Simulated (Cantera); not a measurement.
Feed: 1 mol SiH4, 0.11 mol O2, held at 0.133 bar.

Equilibrium computed with Cantera from the NASA thermochemical tables; the gas is ideal and each condensed phase is pure. Candidate condensed phases: H2O, Si, SiO2; 18 gas species. Each liquid is taken as pure. Mutual solubility and eutectic melting of coexisting phases are not modelled. The tables hold silica as quartz up to 1696 K and as liquid above; real silica turns to tridymite and cristobalite and melts near 1996 K. Gases not in the tables: Si2H6 and higher silanes. Rates play no part.

**Question.** Which condensed phases are stable at each of these points (T (K)): 500, 700, 900, 1100, 1300, 1500, 1700, 1900, 2100?

**Answer.** 
```tsv
T (K)	condensed phases	Si condensed (%)
500	Si(s) + SiO2(α-quartz)	100.0
700	Si(s) + SiO2(α-quartz)	100.0
900	Si(s) + SiO2(β-quartz)	100.0
1100	Si(s) + SiO2(β-quartz)	100.0
1300	Si(s) + SiO2(β-quartz)	100.0
1500	Si(s) + SiO2(β-quartz)	99.2
1700	Si(l) + SiO2(condensed)	79.2
1900	Si(l)	78.0
2100	Si(l)	77.7
```

From 500 K to 700 K the condensed part is Si(s) + SiO2(α-quartz). From 900 K to 1500 K the condensed part is Si(s) + SiO2(β-quartz). At 1700 K the condensed part is Si(l) + SiO2(condensed). From 1900 K to 2100 K the condensed part is Si(l).
